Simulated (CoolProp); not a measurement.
Saturation properties of the fluoroketone C6F12O (FK-5-1-12) (Tc = 441.8 K, pc = 18.69 bar, ω = 0.471).

Model: reference Helmholtz-energy equation of state, McLinden 2015, in CoolProp.

| T (K) | p (bar) | liquid density (kg/m³) | enthalpy of vaporisation (kJ/kg) |
|---|---|---|---|
| 259.6 | 0.05829 | 1713 | 105.2 |
| 264.4 | 0.07717 | 1700 | 103.9 |
| 269.3 | 0.1014 | 1686 | 102.6 |
| 274.1 | 0.1310 | 1673 | 101.3 |
| 279 | 0.1681 | 1659 | 100.0 |
| 283.8 | 0.2124 | 1645 | 98.74 |
| 288.7 | 0.2670 | 1630 | 97.42 |
| 293.5 | 0.3309 | 1616 | 96.12 |
| 298.4 | 0.4083 | 1601 | 94.77 |
| 303.2 | 0.4976 | 1587 | 93.44 |
| 308.1 | 0.6040 | 1572 | 92.05 |
| 312.9 | 0.7250 | 1557 | 90.68 |
| 317.7 | 0.8643 | 1542 | 89.28 |

It boils at 322.2 K under 1 atm.
